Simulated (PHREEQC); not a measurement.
Consider water at 25 °C with 2 mmol/kgw NH3 and 4.4 mmol/kgw KH2PO4. Closed to the air; pH follows from the charge balance.

Equilibrium calculation in PHREEQC: ion-association model, phreeqc.dat.

Precipitation was switched off in this run.

Problem. Order these P species by the share of P that they hold, largest first: HPO4-2, H2PO4-, KHPO4-.

Solution. H2PO4- (55 %), HPO4-2 (45 %), KHPO4- (0.26 %)

The pH is 7.00 and the ionic strength 0.00836 mol/kgw.
